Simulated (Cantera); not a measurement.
Feed: 1 mol n-butane, 0.033 mol NH3, 1.3 mol H2, held at 1098.15 K and 1330 Pa.

These are equilibrium values from Cantera (NASA tables, ideal gas, pure condensed phases), not measurements of a reactor. Candidate condensed phases: C, C6H6, C7H8, C8H18; 92 gas species. Equilibrium is a limit: real reactors are often held back by kinetics, nucleation or transport.

**Question.** What is the equilibrium state?

**Answer.** 
| Item | Result |
|---|---|
| x(H2) | 0.997 |
| x(N2) | 0.00259 |
| x(CH4) | 0.000484 |
| x(HCN) | 1.10e-6 |
| n(C(graphite)) | 4.00 mol |
| gas amount | 6.363 mol |
